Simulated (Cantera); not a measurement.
## Equilibrium for boron, boron nitride and boron oxide: B2O3 + NH3

Input: 1 mol B2O3, 1.8 mol NH3, equilibrated at 0.100 bar.

Method: chemical equilibrium by Gibbs-energy minimisation in Cantera with the NASA 1993 tables (ideal gas, pure condensed phases). Candidate condensed phases: B, BN, B2O3, B3O3H3, H2O; 39 gas species. Mutual solubility and eutectic melting of coexisting phases are not modelled. Gases not in the tables: H3BO3. The numbers say what is thermodynamically allowed, not how fast it happens.

```json
[
 {"T (°C)": "1125", "log p H2": "-1.13", "log p N2": "-1.60", "log p HBO2": "-3.91", "log p HBO": "-4.85", "log p B2O3": "-5.64", "log p H2O": "-3.75", "log p B2O2": "-7.57", "n BN(s)": "0.00556", "n B2O3(l)": "0.995"},
 {"T (°C)": "1150", "log p H2": "-1.13", "log p N2": "-1.60", "log p HBO2": "-3.81", "log p HBO": "-4.66", "log p B2O3": "-5.39", "log p H2O": "-3.76", "log p B2O2": "-7.22", "n BN(s)": "0.00583", "n B2O3(l)": "0.994"},
 {"T (°C)": "1175", "log p H2": "-1.13", "log p N2": "-1.60", "log p HBO2": "-3.70", "log p HBO": "-4.48", "log p B2O3": "-5.14", "log p H2O": "-3.76", "log p B2O2": "-6.89", "n BN(s)": "0.00615", "n B2O3(l)": "0.992"},
 {"T (°C)": "1200", "log p H2": "-1.13", "log p N2": "-1.60", "log p HBO2": "-3.60", "log p HBO": "-4.30", "log p B2O3": "-4.91", "log p H2O": "-3.77", "log p B2O2": "-6.57", "n BN(s)": "0.00651", "n B2O3(l)": "0.991"},
 {"T (°C)": "1225", "log p H2": "-1.13", "log p N2": "-1.60", "log p HBO2": "-3.51", "log p HBO": "-4.13", "log p B2O3": "-4.68", "log p H2O": "-3.77", "log p B2O2": "-6.26", "n BN(s)": "0.00690", "n B2O3(l)": "0.989"},
 {"T (°C)": "1250", "log p H2": "-1.13", "log p N2": "-1.60", "log p HBO2": "-3.42", "log p HBO": "-3.97", "log p B2O3": "-4.46", "log p H2O": "-3.78", "log p B2O2": "-5.97", "n BN(s)": "0.00732", "n B2O3(l)": "0.986"},
 {"T (°C)": "1275", "log p H2": "-1.13", "log p N2": "-1.61", "log p HBO2": "-3.33", "log p HBO": "-3.81", "log p B2O3": "-4.25", "log p H2O": "-3.78", "log p B2O2": "-5.68", "n BN(s)": "0.00772", "n B2O3(l)": "0.983"},
 {"T (°C)": "1300", "log p H2": "-1.13", "log p N2": "-1.61", "log p HBO2": "-3.24", "log p HBO": "-3.66", "log p B2O3": "-4.05", "log p H2O": "-3.79", "log p B2O2": "-5.40", "n BN(s)": "0.00808", "n B2O3(l)": "0.978"},
 {"T (°C)": "1325", "log p H2": "-1.13", "log p N2": "-1.61", "log p HBO2": "-3.16", "log p HBO": "-3.51", "log p B2O3": "-3.85", "log p H2O": "-3.79", "log p B2O2": "-5.13", "n BN(s)": "0.00832", "n B2O3(l)": "0.972"},
 {"T (°C)": "1350", "log p H2": "-1.13", "log p N2": "-1.61", "log p HBO2": "-3.08", "log p HBO": "-3.37", "log p B2O3": "-3.66", "log p H2O": "-3.80", "log p B2O2": "-4.87", "n BN(s)": "0.00836", "n B2O3(l)": "0.964"},
 {"T (°C)": "1375", "log p H2": "-1.14", "log p N2": "-1.61", "log p HBO2": "-3.00", "log p HBO": "-3.23", "log p B2O3": "-3.47", "log p H2O": "-3.81", "log p B2O2": "-4.62", "n BN(s)": "0.00804", "n B2O3(l)": "0.954"},
 {"T (°C)": "1400", "log p H2": "-1.14", "log p N2": "-1.61", "log p HBO2": "-2.93", "log p HBO": "-3.10", "log p B2O3": "-3.29", "log p H2O": "-3.82", "log p B2O2": "-4.37", "n BN(s)": "0.00718", "n B2O3(l)": "0.940"},
 {"T (°C)": "1425", "log p H2": "-1.14", "log p N2": "-1.61", "log p HBO2": "-2.86", "log p HBO": "-2.97", "log p B2O3": "-3.12", "log p H2O": "-3.82", "log p B2O2": "-4.13", "n BN(s)": "0.00549", "n B2O3(l)": "0.921"},
 {"T (°C)": "1450", "log p H2": "-1.15", "log p N2": "-1.61", "log p HBO2": "-2.79", "log p HBO": "-2.85", "log p B2O3": "-2.95", "log p H2O": "-3.83", "log p B2O2": "-3.90", "n BN(s)": "0.00255", "n B2O3(l)": "0.896"}
]
```
log p: log10 of the partial pressure in bar; n: condensed amount in mol.

From 1125 °C to 1450 °C the condensed part is BN(s) + B2O3(l).
